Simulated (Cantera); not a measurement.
Adiabatic ignition

An adiabatic, constant-volume homogeneous reactor starts with CH₄ : O₂ : N₂ : CO₂ = 1 : 3.08 : 11.6 : 0.053 (molar parts), equivalence ratio 0.65, at 1425 K and 2.70 bar.

Computed with Cantera and GRI-Mech 3.0 (53 species, 325 reactions).

```json
[
 {"t (s)": "3.00e-6", "T (K)": "1425", "P (bar)": "2.70", "x CH₄": "0.0636", "x O₂": "0.196", "x C₂H₄": "<1e-12", "x H₂O₂": "1.41e-9", "x NO": "<1e-12", "x CH₃": "2.31e-7"},
 {"t (s)": "1.11e-5", "T (K)": "1425", "P (bar)": "2.70", "x CH₄": "0.0636", "x O₂": "0.196", "x C₂H₄": "2.04e-11", "x H₂O₂": "1.26e-8", "x NO": "<1e-12", "x CH₃": "9.48e-7"},
 {"t (s)": "4.13e-5", "T (K)": "1425", "P (bar)": "2.70", "x CH₄": "0.0636", "x O₂": "0.196", "x C₂H₄": "1.92e-9", "x H₂O₂": "6.32e-8", "x NO": "<1e-12", "x CH₃": "4.85e-6"},
 {"t (s)": "0.000153", "T (K)": "1425", "P (bar)": "2.70", "x CH₄": "0.0635", "x O₂": "0.196", "x C₂H₄": "3.83e-7", "x H₂O₂": "1.53e-7", "x NO": "<1e-12", "x CH₃": "3.65e-5"},
 {"t (s)": "0.000569", "T (K)": "1434", "P (bar)": "2.72", "x CH₄": "0.0619", "x O₂": "0.195", "x C₂H₄": "4.54e-5", "x H₂O₂": "1.01e-6", "x NO": "1.01e-12", "x CH₃": "0.000135"},
 {"t (s)": "0.00211", "T (K)": "2748", "P (bar)": "5.29", "x CH₄": "<1e-12", "x O₂": "0.0620", "x C₂H₄": "<1e-12", "x H₂O₂": "7.42e-7", "x NO": "0.0147", "x CH₃": "<1e-12"},
 {"t (s)": "0.00783", "T (K)": "2743", "P (bar)": "5.28", "x CH₄": "<1e-12", "x O₂": "0.0607", "x C₂H₄": "<1e-12", "x H₂O₂": "7.29e-7", "x NO": "0.0175", "x CH₃": "<1e-12"},
 {"t (s)": "0.0291", "T (K)": "2743", "P (bar)": "5.28", "x CH₄": "<1e-12", "x O₂": "0.0607", "x C₂H₄": "<1e-12", "x H₂O₂": "7.29e-7", "x NO": "0.0175", "x CH₃": "<1e-12"},
 {"t (s)": "0.108", "T (K)": "2743", "P (bar)": "5.28", "x CH₄": "<1e-12", "x O₂": "0.0607", "x C₂H₄": "<1e-12", "x H₂O₂": "7.29e-7", "x NO": "0.0175", "x CH₃": "<1e-12"},
 {"t (s)": "0.400", "T (K)": "2743", "P (bar)": "5.28", "x CH₄": "<1e-12", "x O₂": "0.0607", "x C₂H₄": "<1e-12", "x H₂O₂": "7.29e-7", "x NO": "0.0175", "x CH₃": "<1e-12"}
]
```
x: mole fraction; the columns are a selection and need not sum to one.

time of steepest temperature rise: 0.955 ms
temperature at 0.400 s: 2743 K
equilibrium temperature: 2743 K
x(CH₄) at 0.400 s: <1e-12 (gas-phase equilibrium <1e-12)
x(O₂) at 0.400 s: 0.0607 (gas-phase equilibrium 0.0607)
x(C₂H₄) at 0.400 s: <1e-12 (gas-phase equilibrium <1e-12)
